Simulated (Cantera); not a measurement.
Input: 1 mol Si3N4, 0.016 mol N2, held at 0.0285 Torr.

These are equilibrium values from Cantera (NASA tables, ideal gas, pure condensed phases), not measurements of a reactor. Candidate condensed phases: Si, Si3N4; 7 gas species. Equilibrium is a limit: real reactors are often held back by kinetics, nucleation or transport.

Q: Which condensed phases are stable at each of these points (T (°C)): 1400, 1500, 1600, 1700, 1800, 1900, 2000, 2100, 2200, 2300?

A: 
```
T (°C)  condensed phases  Si condensed (%)
------  ----------------  ----------------
1400               Si(s)              99.2
1500               Si(l)              95.9
1600               Si(l)              79.1
1700            gas only               0.0
1800            gas only               0.0
1900            gas only               0.0
2000            gas only               0.0
2100            gas only               0.0
2200            gas only               0.0
2300            gas only               0.0
```

At 1400 °C the condensed part is Si(s). From 1500 °C to 1600 °C the condensed part is Si(l). From 1700 °C to 2300 °C nothing is condensed.
